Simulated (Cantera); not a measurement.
A Cantera script and its output.

```python
import numpy as np
import cantera as ct

gas = ct.Solution("h2o2.yaml")
gas.TPX = 1375, 870, {'H2': 0.013, 'O2': 1}
reactor = ct.IdealGasConstPressureReactor(gas, energy="off", clone=False)
net = ct.ReactorNet([reactor])
net.rtol, net.atol = 1e-08, 1e-18
show = ['H2', 'O2', 'OH', 'H2O', 'H2O2', 'O', 'HO2']
times = np.geomspace(0.0009, 2, 10)

steps = ct.SolutionArray(gas, extra=["t"])
rows = []
print(f"{'t/s':>10s}{'T/K':>9s}{'P/Pa':>11s}" + "".join(f"{s:>11s}" for s in show))
for t in times:
    while net.time < t:
        t_next = net.step()
        steps.append(gas.state, t=t_next)
    rows.append([np.interp(t, steps.t, y) for y in (steps.T, steps.P, *steps(*show).X.T)])
    print(f"{t:10.3e}{rows[-1][0]:9.1f}{rows[-1][1]:11.4g}" + "".join(f"{x:11.3e}" for x in rows[-1][2:]))
rate = np.gradient(steps.T, steps.t)
print("integrator steps:", len(steps.t))
if steps.T.max() > steps.T[0] + 200:
    print(f"time of steepest temperature rise: {steps.t[rate.argmax()]:.4e} s")
gas.TPX = 1375, 870, {'H2': 0.013, 'O2': 1}
gas.equilibrate("TP")
print(f"equilibrium (TP): T = {gas.T:.1f} K  " + "  ".join(f"{s} {gas[s].X[0]:.3e}" for s in show))
```

It prints:

```
       t/s      T/K       P/Pa         H2         O2         OH        H2O       H2O2          O        HO2
 9.000e-04   1375.0        870  1.283e-02  9.872e-01  3.323e-07  3.241e-07  1.267e-10  3.957e-07  1.221e-07
 2.119e-03   1375.0        870  1.282e-02  9.872e-01  7.123e-06  9.396e-06  5.992e-10  8.663e-06  2.887e-07
 4.989e-03   1375.0        870  6.660e-03  9.815e-01  2.512e-03  4.673e-03  1.979e-08  4.178e-03  5.462e-07
 1.174e-02   1375.0        870  6.649e-05  9.750e-01  1.604e-03  1.172e-02  9.579e-09  1.108e-02  3.764e-07
 2.765e-02   1375.0        870  6.308e-05  9.753e-01  1.577e-03  1.175e-02  9.424e-09  1.085e-02  3.708e-07
 6.510e-02   1375.0        870  6.006e-05  9.759e-01  1.539e-03  1.179e-02  9.301e-09  1.029e-02  3.620e-07
 1.533e-01   1375.0        870  5.370e-05  9.771e-01  1.456e-03  1.188e-02  9.014e-09  9.146e-03  3.425e-07
 3.608e-01   1375.0        870  4.207e-05  9.793e-01  1.291e-03  1.205e-02  8.365e-09  7.083e-03  3.026e-07
 8.495e-01   1375.0        870  2.585e-05  9.823e-01  1.013e-03  1.229e-02  7.038e-09  4.281e-03  2.332e-07
 2.000e+00   1375.0        870  1.124e-05  9.849e-01  6.693e-04  1.254e-02  4.920e-09  1.831e-03  1.439e-07
integrator steps: 773
equilibrium (TP): T = 1375.0 K  H2 4.284e-08  O2 9.871e-01  OH 4.146e-05  H2O 1.290e-02  H2O2 1.129e-10  O 6.824e-06  HO2 2.569e-08
```

Computed with Cantera and the H2/O2 subset of GRI-Mech 3.0, which has no nitrogen chemistry. Radical loss at walls, strong at low pressure, is not modelled.
